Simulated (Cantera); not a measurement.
**Ammonia decomposition in nitride growth gas**

An isothermal, constant-pressure homogeneous reactor starts with 85.5 % NH3, 14.5 % H2, at 2373 K and 0.0133 bar.

Model: the gas-phase N/H chemistry of the illustrative SiF4/NH3 mechanism in the Surface Chemkin manual (1991), integrated in Cantera. Walls and surfaces, which speed up NH3 decomposition in real reactors, are not modelled.

```csv
t (s),x NH3,x H2,x N,x H,x N2H2
0.000300,0.852,0.146,3.30e-7,0.000115,2.63e-6
0.00145,0.836,0.155,5.92e-6,0.000362,3.96e-5
0.00702,0.745,0.221,8.58e-6,0.000537,3.73e-5
0.0340,0.452,0.436,1.24e-5,0.00114,1.78e-5
0.164,0.0735,0.712,1.43e-5,0.00314,1.98e-6
0.795,1.33e-5,0.737,3.96e-6,0.0362,4.98e-11
3.85,5.23e-8,0.682,4.06e-7,0.0991,<1e-12
18.6,4.20e-8,0.681,3.42e-7,0.100,<1e-12
90.0,4.20e-8,0.681,3.42e-7,0.100,<1e-12
```
x: mole fraction; the columns are a selection and need not sum to one.

Equilibrium at this temperature and pressure: NH3 4.20e-8, H2 0.681, N 3.42e-7, H 0.100, N2H2 <1e-12 (gas phase only).
